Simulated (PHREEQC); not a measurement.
Dissolve 0.0014 mol NH4HF2 and 0.0006 mol H2SiF6 per kg of water at 5 °C. Closed to the air; pH follows from the charge balance.

Equilibrium calculation in PHREEQC: ion-association model, wateq4f.dat.

| quantity | before | after |
|---|---|---|
| pH | 2.97 | 2.84 |
| ionic strength (mol/kgw) | 0.00313 | 0.00383 |
| HF (mol/kgw) | 0.00146 | 0.00166 |
| H2F2 (mol/kgw) | 1.11e-5 | 1.43e-5 |
| HF2- (mol/kgw) | 6.15e-6 | 5.97e-6 |

Q: What was changed between the two runs?
A. H2SiF6 left out
B. H2SiF6 from 0.0006 to 0.0009 mol/kgw
C. 3.7e-05 mol/kgw FeSO4 added
D. 0.00035 mol/kgw TMAH added
E. H2SiF6 from 0.0006 to 0.003 mol/kgw

A: B, H2SiF6 from 0.0006 to 0.0009 mol/kgw

This is a speciation only: nothing precipitates in the calculation. Constants without temperature data keep their 25 °C values here. SiF6-2 is the database's only silicon fluoride.
